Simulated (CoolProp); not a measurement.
Dimethyl ether along the isotherm 525 K: fugacity coefficient from the reference equation and from simpler models built on Tc = 400.4 K, pc = 5.337 MPa, ω = 0.196; each cubic takes its own stable root.

Values from CoolProp's reference Helmholtz-energy equation of state, Wu 2011.

```
p (MPa)          phase  reference  van der Waals  Redlich-Kwong  Soave-Redlich-Kwong  Peng-Robinson
-------  -------------  ---------  -------------  -------------  -------------------  -------------
2.67               gas     0.9278         0.9261         0.9268           (withheld)         0.9248
5.34     supercritical     0.8622         0.8544         0.8584               0.8796         0.8568
8        supercritical     0.8026         0.7855         0.7957               0.8269         0.7966
10.7     supercritical     0.7482     (withheld)         0.7385               0.7793         0.7432
13.3     supercritical     0.7021         0.6668     (withheld)               0.7397         0.6996
16       supercritical     0.6616         0.6240         0.6504               0.7055         0.6620
18.7     supercritical     0.6283         0.5927         0.6182               0.6779         0.6315
21.3     supercritical     0.6024         0.5710         0.5938               0.6568         0.6079
24       supercritical     0.5810         0.5551         0.5742               0.6397         0.5883
26.7     supercritical     0.5642         0.5443         0.5591           (withheld)         0.5728
```

### Question
Fill in the missing entries.

### Answer

- 2.67, Soave-Redlich-Kwong: 0.9375
- 10.7, van der Waals: 0.7204
- 13.3, Redlich-Kwong: 0.6910
- 26.7, Soave-Redlich-Kwong: 0.6267
